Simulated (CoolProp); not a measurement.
Hydrogen sulfide at several states: density (kg/m³) from the reference equation and from simpler models built on Tc = 373.1 K, pc = 8.999 MPa, ω = 0.101; each cubic takes its own stable root.

Values from CoolProp's reference Helmholtz-energy equation of state, Lemmon 2006. It is a short technical equation, of lower accuracy than the large ones.

```json
[
 {"T (K)": "356.1", "p (MPa)": "0.106", "phase": "gas", "reference": "1.226", "van der Waals": "1.225", "Redlich-Kwong": "1.226"},
 {"T (K)": "227.6", "p (MPa)": "5.81", "phase": "liquid", "reference": "928.9", "van der Waals": "613.7", "Redlich-Kwong": "897.0"},
 {"T (K)": "521.9", "p (MPa)": "2.3", "phase": "gas", "reference": "18.57", "van der Waals": "18.68", "Redlich-Kwong": "18.65"},
 {"T (K)": "480.4", "p (MPa)": "0.204", "phase": "gas", "reference": "1.746", "van der Waals": "1.747", "Redlich-Kwong": "1.747"}
]
```
